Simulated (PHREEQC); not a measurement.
## Copper plating or etch bath: an equilibrium model

A solution holds 0.055 mol/kgw CuCl2, at 25 °C. It is in equilibrium with CO2 at log p = -3.4 (atm). Otherwise closed; pH follows from the charge balance.

Computed with PHREEQC (ion-association model, phreeqc.dat).

Each row changes one thing in this solution. Precipitation was switched off in this run.

```csv
case,pH,ionic strength (mol/kgw),Cl- (mol/kgw),CO2 (mol/kgw),HCO3- (mol/kgw)
as made,4.37,0.155,0.105,1.31e-5,1.85e-7
diluted 100-fold with water,5.34,0.00165,0.00110,1.35e-5,1.38e-6
CuCl2 from 0.055 to 0.11 mol/kgw,4.23,0.298,0.204,1.26e-5,1.42e-7
temperature from 25 to 50 °C,4.10,0.140,0.0972,7.50e-6,6.69e-8
temperature from 25 to 40 °C,4.20,0.147,0.101,9.13e-6,9.99e-8
CuCl2 replaced by KCl at the same molality,5.60,0.0550,0.0550,1.34e-5,2.93e-6
```

Complexes and solids missing from the database can't appear. Constants without temperature data keep their 25 °C values here.
